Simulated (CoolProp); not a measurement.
Methanol along the isotherm 620 K: Z from the reference equation and from simpler models built on Tc = 513.4 K, pc = 82.16 bar, ω = 0.565; each cubic takes its own stable root.

Model: reference Helmholtz-energy equation of state, de Reuck 1993, in CoolProp.

```json
[
 {"p (bar)": "3.73", "phase": "gas", "reference": "0.9925"},
 {"p (bar)": "7.47", "phase": "gas", "reference": "0.9849"},
 {"p (bar)": "11.2", "phase": "gas", "reference": "0.9771"},
 {"p (bar)": "14.9", "phase": "gas", "reference": "0.9694"},
 {"p (bar)": "18.7", "phase": "gas", "reference": "0.9613"},
 {"p (bar)": "22.4", "phase": "gas", "reference": "0.9534"},
 {"p (bar)": "26.1", "phase": "gas", "reference": "0.9453"},
 {"p (bar)": "29.9", "phase": "gas", "reference": "0.9371"},
 {"p (bar)": "33.6", "phase": "gas", "reference": "0.9290"},
 {"p (bar)": "37.3", "phase": "gas", "reference": "0.9208"},
 {"p (bar)": "41.1", "phase": "gas", "reference": "0.9125"}
]
```

Question: How far does each simpler model (Pitzer virial, Redlich-Kwong, Soave-Redlich-Kwong, Peng-Robinson) lie from the reference over these 11 states: mean and median of the absolute difference, and the worst?

Answer: 
- Pitzer virial: mean 0.3 %, median 0.3 %, worst +0.8 % at 620 K and 41.1 bar
- Redlich-Kwong: mean 0.8 %, median 0.8 %, worst -1.5 % at 620 K and 41.1 bar
- Soave-Redlich-Kwong: mean 0.6 %, median 0.6 %, worst +1.3 % at 620 K and 41.1 bar
- Peng-Robinson: mean 0.2 %, median 0.2 %, worst -0.3 % at 620 K and 26.1 bar
